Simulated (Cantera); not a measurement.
A freely propagating, adiabatic, planar premixed flame of 38.7 % H2, 12.9 % O2, 48.4 % N2, equivalence ratio 1.5, unburnt at 475 K and 0.207 atm; mixture-averaged transport, grid criteria slope 0.08 and curve 0.16, no radiation.

Computed with Cantera and the H2/O2 subset of GRI-Mech 3.0, which has no nitrogen chemistry. Burning velocities carry a grid error of a few per cent, more on coarse grids.

Predict: laminar burning velocity; thermal thickness; peak x(O); peak x(H); peak x(OH).


- laminar burning velocity: 506 cm/s
- thermal thickness: 3.19 mm
- peak x(O): 0.00788
- peak x(H): 0.112
- peak x(OH): 0.0104
